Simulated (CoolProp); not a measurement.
A single-stage vapour-compression cycle with R410A: evaporating at 212.15 K (dew point), condensing at 252.15 K (bubble point), superheat 0 K, subcooling 5 K, compressor efficiency 0.65, no pressure losses. Each further row changes one setting.

Model: reference Helmholtz-energy equation of state, Lemmon 2003, in CoolProp. It is a pseudo-pure fit of the blend.

| case | cooling COP | pressure ratio | discharge temperature (K) | refrigerating effect (kJ/kg) | volumetric capacity (kJ/m³) |
|---|---|---|---|---|---|
| as stated | ? | 6.38 | 317.0 | 232 | 597 |
| evaporating temperature 217.15 K | 3.59 | ? | 306.6 | ? | 782 |
| condensing temperature 247.15 K | ? | ? | 305.5 | 239 | 615 |
| subcooling 10 K | 3.09 | 6.38 | 317.0 | 239 | 615 |
| superheat 10 K | ? | 6.38 | 330.0 | 240 | 585 |
| compressor efficiency 0.55 | ? | 6.38 | 332.8 | 232 | 597 |

Problem. What belongs in the gaps?

Solution. 
- as stated, cooling COP: 3.00
- evaporating temperature 217.15 K, pressure ratio: 4.85
- evaporating temperature 217.15 K, refrigerating effect (kJ/kg): 235
- condensing temperature 247.15 K, cooling COP: 3.50
- condensing temperature 247.15 K, pressure ratio: 5.25
- superheat 10 K, cooling COP: 2.95
- compressor efficiency 0.55, cooling COP: 2.54
